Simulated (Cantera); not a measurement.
# Counterflow diffusion flame

A counterflow diffusion flame at 750 Torr, nozzles 20 mm apart: fuel side 81.3 % CH₃OH, 18.7 % N₂ at 498 K, oxidiser side 23.0 % O₂, 77.0 % N₂ at 500 K, fuel mass flux 0.98 times the oxidiser's; mixture-averaged transport, no radiation.

Detailed kinetics in Cantera: GRI-Mech 3.0 (53 species, 325 reactions). GRI-Mech 3.0 was tuned for natural gas; its chemistry of methanol as a main component is partial and can be far from experiment. GRI-Mech 3.0 has no aromatics or soot, which form on the fuel side of real flames. The maximum strain rate includes the flame's own expansion and is several times the mean.

```
oxidiser flux (kg/m²/s)  max strain (1/s)  mean strain (1/s)  T max (K)  peak x OH  peak x H  peak x NO  peak x CO  peak x C₂H₂
-----------------------  ----------------  -----------------  ---------  ---------  --------  ---------  ---------  -----------
0.25                                  167               34.2       2185     0.0113   0.00675   0.000135      0.179     0.000114
0.41                                  259               56.0       2131     0.0115   0.00791    9.00e-5      0.177     0.000159
0.66                                  397               90.2       2072     0.0115   0.00905    6.25e-5      0.173     0.000213
1.1                                   633                150       2007     0.0114    0.0103    4.56e-5      0.169     0.000280
1.8                                  1000                246       1948     0.0112    0.0115    3.59e-5      0.166     0.000350
2.8                                  1520                383       1890     0.0107    0.0123    2.86e-5      0.162     0.000394
4.6                                  2440                629       1824    0.00983    0.0129    2.12e-5      0.157     0.000395
```
x: mole fraction; the columns are a selection and need not sum to one.
